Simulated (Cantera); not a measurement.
Mixture: CH₄ : O₂ : N₂ : CO₂ = 1 : 4 : 15 : 3 (molar parts), equivalence ratio 0.50, at 8.59 atm, adiabatic and at constant volume. Ignition delay is the time to a rise of 400 K.

Model: GRI-Mech 3.0 (53 species, 325 reactions), integrated in Cantera.

### Question
What does this change do: constant pressure in place of constant volume?

### Answer
```tsv
quantity	before	after
delay at 1275 K	1.91 ms	1.98 ms
delay at 1375 K	0.646 ms	0.675 ms
delay at 1475 K	0.242 ms	0.254 ms
delay at 1575 K	99.0 µs	0.104 ms
delay at 1675 K	44.4 µs	47.1 µs
delay at 1775 K	21.9 µs	23.4 µs
apparent activation energy between 1575 and 1775 K	180 kJ/mol	170 kJ/mol
```
